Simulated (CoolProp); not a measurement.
Oxygen along the isobar 96.4 bar: density (kg/m³) from the reference equation and from simpler models built on Tc = -118.6 °C, pc = 50.46 bar, ω = 0.022; each cubic takes its own stable root.

The numbers come from the reference Helmholtz-energy equation of state, Schmidt 1985 in CoolProp. Above 300 K oxygen's equation is extrapolated.

| T (°C) | phase | reference |
|---|---|---|
| -191.85 | liquid | 1201 |
| -162.55 | liquid | 1063 |
| -133.25 | liquid | 890.4 |
| -103.95 | supercritical | 571.7 |
| -74.65 | supercritical | 270.0 |
| -45.35 | supercritical | 196.6 |
| -16.05 | supercritical | 160.6 |
| 13.25 | supercritical | 137.7 |
| 42.55 | supercritical | 121.5 |

### Question
How far does each simpler model (van der Waals, Redlich-Kwong, Peng-Robinson) lie from the reference over these 9 states: mean and median of the absolute difference, and the worst?

### Answer
- van der Waals: mean 13.8 %, median 6.8 %, worst -30.6 % at -191.85 °C and 96.4 bar
- Redlich-Kwong: mean 1.9 %, median 0.7 %, worst -9.0 % at -103.95 °C and 96.4 bar
- Peng-Robinson: mean 5.1 %, median 2.7 %, worst +12.8 % at -191.85 °C and 96.4 bar
